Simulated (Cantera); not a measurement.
Feed: 1 mol SiH2Cl2, a varied amount of O3, 0.57 mol H2, held at 927 °C and 750 Torr.

These are equilibrium values from Cantera (NASA tables, ideal gas, pure condensed phases), not measurements of a reactor. Candidate condensed phases: H2O, Si, SiO2; 30 gas species. Mutual solubility and eutectic melting of coexisting phases are not modelled. The tables hold silica as quartz up to 1696 K and as liquid above; real silica turns to tridymite and cristobalite and melts near 1996 K. Equilibrium is a limit: real reactors are often held back by kinetics, nucleation or transport.

**Question.** Which condensed phases are stable at each of these points (n(O3) (mol)): 0.21, 0.27, 0.35, 0.46, 0.59, 0.77, 1, 1.3, 1.7, 2.2, 2.8, 3.7?

**Answer.** 
```
n(O3) (mol)        condensed phases  Si condensed (%)
-----------  ----------------------  ----------------
0.21         Si(s) + SiO2(β-quartz)              47.2
0.27         Si(s) + SiO2(β-quartz)              47.2
0.35                 SiO2(β-quartz)              52.5
0.46                 SiO2(β-quartz)              69.0
0.59                 SiO2(β-quartz)              88.5
0.77                 SiO2(β-quartz)             100.0
1                    SiO2(β-quartz)             100.0
1.3                  SiO2(β-quartz)             100.0
1.7                  SiO2(β-quartz)             100.0
2.2                  SiO2(β-quartz)             100.0
2.8                  SiO2(β-quartz)             100.0
3.7                  SiO2(β-quartz)             100.0
```

From 0.21 mol O3 to 0.27 mol O3 the condensed part is Si(s) + SiO2(β-quartz). From 0.35 mol O3 to 3.7 mol O3 the condensed part is SiO2(β-quartz).
